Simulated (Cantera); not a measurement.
Charge: 1 mol Cu₂O, 1.1 mol CH₄, 0.37 mol N₂, equilibrated at 95000 Pa.

Cantera equilibrium calculation (NASA polynomials, part measured and part estimated; ideal gas, pure solids and liquids). Candidate condensed phases: C, C₆H₆, C₇H₈, C₈H₁₈, Cu, CuO, Cu(OH)₂, Cu₂O, H₂O; 139 gas species. The numbers say what is thermodynamically allowed, not how fast it happens.

Q: At 1873 K, list the 7 most abundant gas species with their mole fractions, and the condensed phases.

A: H₂ 0.613, CO 0.280, N₂ 0.102, HCN 0.00217, Cu 0.00128, H 0.000519, CH₄ 0.000218. Condensed: C(graphite) + Cu(l).
